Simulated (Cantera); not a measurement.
## Equilibrium for silicon nitride deposition: SiHCl3 + NH3 + N2

Feed: 1 mol SiHCl3, 11 mol NH3, 13 mol N2, equilibrated at 1098 K and 13.5 Torr.

Cantera equilibrium calculation (NASA polynomials, part measured and part estimated; ideal gas, pure solids and liquids). Candidate condensed phases: NH4Cl, Si, Si3N4; 28 gas species. The numbers say what is thermodynamically allowed, not how fast it happens.

| Property | Result |
|---|---|
| x(N2) | 0.491 |
| x(H2) | 0.427 |
| x(HCl) | 0.0825 |
| x(SiCl4) | 2.26e-5 |
| x(SiHCl3) | 1.70e-6 |
| x(NH3) | 1.13e-6 |
| x(SiCl3) | 1.06e-6 |
| n(Si3N4(s)) | 0.333 mol |
| gas amount | 36.33 mol |
| log10 activity of Si(s) (absent) | -4.66 |
